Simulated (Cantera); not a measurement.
A Cantera script and its output.

```python
import numpy as np
import cantera as ct

surf = ct.Interface("ptcombust.yaml", "Pt_surf")
gas = surf.adjacent["gas"]
gas.TPX = 575, 37000, {'H2': 0.012, 'O2': 0.13, 'N2': 0.79}
surf.TP = 575, 37000
reactor = ct.FlowReactor(gas, clone=False)
reactor.area = 0.0001  # m2
reactor.surface_area_to_volume_ratio = 8400  # 1/m
reactor.mass_flow_rate = 1.1 * reactor.area * gas.density  # inlet velocity 1.1 m/s
reactor.energy_enabled = False
wall = ct.ReactorSurface(surf, reactor, clone=False)
net = ct.ReactorNet([reactor])
net.rtol, net.atol = 1e-8, 1e-16
show, cover = ['H2', 'O2', 'H2O'], ['PT(S)', 'H(S)', 'O(S)', 'OH(S)', 'CO(S)', 'C(S)']

rows = []
print(f"{'z/m':>9s}{'u/(m/s)':>9s}" + "".join(f"{s:>13s}" for s in show + cover))
for z in [6.2e-05, 0.00011, 0.0002, 0.00035, 0.00062, 0.0011, 0.002, 0.0035, 0.0062]:
    net.advance(z)
    rows.append([reactor.speed, *gas[show].X, *surf[cover].coverages])
    print(f"{z:9.4g}{rows[-1][0]:9.3g}" + "".join(f"{x:13.4e}" for x in rows[-1][1:]))
```

It prints:

```
      z/m  u/(m/s)           H2           O2          H2O        PT(S)         H(S)         O(S)        OH(S)        CO(S)         C(S)
  6.2e-05      1.1   4.2098e-03   1.3573e-01   8.7219e-03   4.9605e-02   4.5667e-09   9.4308e-01   7.3044e-03  -5.1324e-27   8.9006e-31
  0.00011     1.09   2.7532e-03   1.3510e-01   1.0188e-02   3.2597e-02   1.9933e-09   9.6116e-01   6.2358e-03  -2.6207e-25  -3.6525e-29
   0.0002     1.09   1.6662e-03   1.3463e-01   1.1282e-02   1.9805e-02   7.5760e-10   9.7515e-01   5.0431e-03   6.2166e-26   2.2291e-30
  0.00035     1.09   1.0032e-03   1.3434e-01   1.1949e-02   1.1965e-02   2.8915e-10   9.8403e-01   4.0066e-03   3.8735e-27  -1.1534e-30
  0.00062     1.09   5.8333e-04   1.3416e-01   1.2372e-02   6.9967e-03   1.0519e-10   9.8990e-01   3.1061e-03   2.8524e-26   3.2961e-30
   0.0011     1.09   3.3308e-04   1.3405e-01   1.2624e-02   4.0523e-03   3.8033e-11   9.9356e-01   2.3832e-03  -8.1595e-27   2.7540e-30
    0.002     1.09   1.8227e-04   1.3399e-01   1.2776e-02   2.3178e-03   1.3477e-11   9.9587e-01   1.8113e-03  -4.1191e-23  -1.2548e-27
   0.0035     1.09   1.0035e-04   1.3395e-01   1.2858e-02   1.4325e-03   5.4184e-12   9.9714e-01   1.4277e-03  -4.3952e-28  -9.4440e-32
   0.0062     1.09   5.0448e-05   1.3393e-01   1.2908e-02   9.5702e-04   2.4048e-12   9.9787e-01   1.1689e-03   2.4938e-27   3.0277e-31
```

Computed with Cantera and Deutschmann's 1995 Pt surface mechanism with GRI-Mech 3.0 gas chemistry. Catalytic surfaces can have several steady states; this one follows from the mechanism file's or the stated starting coverage. Mass transfer to the wall is taken as infinitely fast.
